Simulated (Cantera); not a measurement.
A closed system holds: 1 mol Si, 4.7 mol F2, 99 mol H2, equilibrated at 973 K and 92.0 mbar.

Cantera equilibrium calculation (NASA polynomials, part measured and part estimated; ideal gas, pure solids and liquids). Candidate condensed phases: Si; 25 gas species. The numbers say what is thermodynamically allowed, not how fast it happens.

Base state: H2 0.938, HF 0.0526, SiF4 0.00974 (mole fractions); condensed: gas only.

**Question.** What changes in the equilibrium state with this change: F2 from 4.7 to 7.1 mol?

**Answer.** 
```
species   before    after
-------  -------  -------
H2         0.938    0.893
HF        0.0526   0.0971
SiF4     0.00974  0.00951
```
